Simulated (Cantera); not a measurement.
## Metals in furnace atmospheres: Cu + H2O + N2

Charge: 1 mol Cu, 2.4 mol H2O, 1.8 mol N2, held at 1 atm.

Equilibrium computed with Cantera from the NASA thermochemical tables; the gas is ideal and each condensed phase is pure. Candidate condensed phases: Cu, CuO, Cu(OH)2, Cu2O, H2O; 27 gas species. Mutual solubility and eutectic melting of coexisting phases are not modelled. The numbers say what is thermodynamically allowed, not how fast it happens.

From 873 K to 1098 K the condensed part is Cu(s). From 1173 K to 1323 K the condensed part is Cu(s) + Cu2O(s). At 1398 K the condensed part is Cu(l) + Cu2O(s). From 1473 K to 1623 K the condensed part is Cu(l).

```
T (K)  x H2O   x N2      x H2      x O2      x OH  n Cu(s)  n Cu2O(s)  n Cu(l)
-----  -----  -----  --------  --------  --------  -------  ---------  -------
873    0.571  0.429   1.22e-6    <1e-12  1.73e-11    1.000          0        0
948    0.571  0.429   2.88e-6  1.13e-11  2.54e-10    1.000          0        0
1023   0.571  0.429   6.06e-6  2.56e-10   2.51e-9    1.000          0        0
1098   0.571  0.429   1.16e-5   3.76e-9   1.81e-8    1.000          0        0
1173   0.571  0.429   2.06e-5   3.89e-8   1.02e-7    1.000    8.57e-5        0
1248   0.571  0.429   3.43e-5   3.02e-7   4.63e-7    1.000   0.000139        0
1323   0.571  0.429   5.41e-5   1.85e-6   1.77e-6    1.000   0.000204        0
1398   0.571  0.429   7.65e-5   1.06e-5   6.06e-6        0   0.000204    1.000
1473   0.571  0.429  0.000111   4.51e-5   1.78e-5        0          0    1.000
1548   0.571  0.429  0.000215   8.63e-5   3.98e-5        0          0    1.000
1623   0.571  0.428  0.000394  0.000155   8.26e-5        0          0    1.000
```
x: gas mole fraction; n: condensed amount in mol.
